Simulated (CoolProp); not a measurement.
Values from CoolProp's reference Helmholtz-energy equation of state, Span 1996.

Problem. Give the vapour pressure (bar), liquid density (kg/m³), surface tension (mN/m), vapour viscosity (µPa s) of saturated carbon dioxide at 234.7 K.

Solution. 
```json
[
 {"T (K)": "234.7", "p (bar)": "10.6", "liquid density (kg/m³)": "1110", "surface tension (mN/m)": "12.3", "vapour viscosity (µPa s)": "11.8"}
]
```

Viscosity comes from a separate model (Laesecke 2017). Surface tension comes from a separate correlation (Mulero 2012).
